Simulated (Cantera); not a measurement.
A perfectly stirred reactor is fed with CH4 : H2O = 1 : 0.6 (molar parts), at 0.188 atm; it is held at 1750 K, and followed from long to short residence time.

Computed with Cantera and GRI-Mech 3.0 (53 species, 325 reactions). GRI-Mech 3.0 stops at C3 and has no aromatics, soot or wall deposition, so with more carbon than oxygen in the feed, carbon stays in small species such as C2H2 where larger ones or solid carbon would form.

### Question
What does this change do: temperature 1750 to 1298 K?

### Answer
```csv
quantity,before,after
x(CH4) at τ = 0.620 s,0.0437,0.623
x(H2O) at τ = 0.620 s,0.129,0.375
x(H) at τ = 0.620 s,0.000386,5.16e-9
x(C2H4) at τ = 0.620 s,0.000642,0.000385
x(H2) at τ = 0.620 s,0.620,0.00147
x(CH4) at τ = 5.90 ms,0.348,0.625
x(H2O) at τ = 5.90 ms,0.312,0.375
x(H) at τ = 5.90 ms,0.000143,9.13e-10
x(C2H4) at τ = 5.90 ms,0.00997,1.62e-7
x(H2) at τ = 5.90 ms,0.250,6.57e-6
```

### Question
What does this change do: temperature 1750 to 1600 K?

### Answer
| quantity | before | after |
|---|---|---|
| x(CH4) at τ = 0.620 s | 0.0437 | 0.167 |
| x(H2O) at τ = 0.620 s | 0.129 | 0.245 |
| x(H) at τ = 0.620 s | 0.000386 | 5.82e-5 |
| x(C2H4) at τ = 0.620 s | 0.000642 | 0.00227 |
| x(H2) at τ = 0.620 s | 0.620 | 0.441 |
| x(CH4) at τ = 5.90 ms | 0.348 | 0.587 |
| x(H2O) at τ = 5.90 ms | 0.312 | 0.368 |
| x(H) at τ = 5.90 ms | 0.000143 | 5.30e-6 |
| x(C2H4) at τ = 5.90 ms | 0.00997 | 0.00671 |
| x(H2) at τ = 5.90 ms | 0.250 | 0.0304 |
